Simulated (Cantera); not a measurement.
**Gas activation for diamond growth**

An isothermal, constant-pressure homogeneous reactor starts with 4.12 % CH₄, 95.9 % H₂, at 2750 K and 34.5 Torr.

Model: GRI-Mech 3.0 (53 species, 325 reactions), integrated in Cantera. GRI-Mech 3.0 stops at C3 and has no aromatics, soot or wall deposition, so with more carbon than oxygen in the feed, carbon stays in small species such as C2H2 where larger ones or solid carbon would form. Radical loss at walls, strong at low pressure, is not modelled.

```csv
t (s),x CH₄,x H₂,x CH₂,x C₂H₄,x CH₃,x C₂H₆,x C₂H₂
5.00e-6,0.0396,0.957,3.22e-6,4.87e-7,0.00153,1.03e-7,3.42e-8
4.46e-5,0.0300,0.943,0.000192,0.000179,0.00927,4.39e-6,0.000304
0.000398,0.00329,0.924,0.000256,3.23e-5,0.00320,1.89e-7,0.0158
0.00355,5.77e-5,0.889,1.84e-5,1.58e-6,0.000102,9.13e-11,0.0186
0.0316,4.01e-6,0.765,9.52e-6,2.93e-7,1.92e-5,<1e-12,0.0170
0.282,2.17e-6,0.712,9.18e-6,1.73e-7,1.39e-5,<1e-12,0.0163
2.51,2.17e-6,0.712,9.18e-6,1.73e-7,1.39e-5,<1e-12,0.0163
22.4,2.17e-6,0.712,9.18e-6,1.73e-7,1.39e-5,<1e-12,0.0163
200,2.17e-6,0.712,9.18e-6,1.73e-7,1.39e-5,<1e-12,0.0163
```
x: mole fraction; the columns are a selection and need not sum to one.

Equilibrium at this temperature and pressure: CH₄ 2.19e-6, H₂ 0.712, CH₂ 9.27e-6, C₂H₄ 1.73e-7, CH₃ 1.40e-5, C₂H₆ <1e-12, C₂H₂ 0.0163 (gas phase only).
